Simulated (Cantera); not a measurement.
Equilibrium for carbon deposition, reforming and gasification: C2H6 + CO2

Charge: 1 mol C2H6, 0.031 mol CO2, at 13.3 mbar.

Cantera equilibrium calculation (NASA polynomials, part measured and part estimated; ideal gas, pure solids and liquids). Candidate condensed phases: C, C6H6, C7H8, C8H18, H2O; 110 gas species. The numbers say what is thermodynamically allowed, not how fast it happens.

From 1100 K to 2400 K the condensed part is C(graphite). The main C-bearing gas is CO throughout.

```csv
T (K),log p H2,log p H,log p CO,log p C2H2 (acetylene),log p CH4,n C(graphite)
1100,-1.88,-8.53,-3.57,-9.76,-5.21,1.97
1200,-1.88,-7.65,-3.57,-8.87,-5.57,1.97
1300,-1.88,-6.90,-3.57,-8.12,-5.87,1.97
1400,-1.88,-6.26,-3.57,-7.48,-6.13,1.97
1500,-1.88,-5.70,-3.57,-6.93,-6.36,1.97
1600,-1.88,-5.21,-3.57,-6.44,-6.56,1.97
1700,-1.88,-4.77,-3.57,-6.02,-6.73,1.97
1800,-1.89,-4.39,-3.57,-5.64,-6.88,1.97
1900,-1.89,-4.04,-3.57,-5.31,-7.02,1.97
2000,-1.89,-3.73,-3.57,-5.00,-7.15,1.96
2100,-1.90,-3.45,-3.57,-4.74,-7.27,1.96
2200,-1.91,-3.20,-3.58,-4.50,-7.39,1.95
2300,-1.92,-2.98,-3.59,-4.29,-7.51,1.94
2400,-1.95,-2.77,-3.60,-4.10,-7.64,1.93
```
log p: log10 of the partial pressure in bar; n: condensed amount in mol.
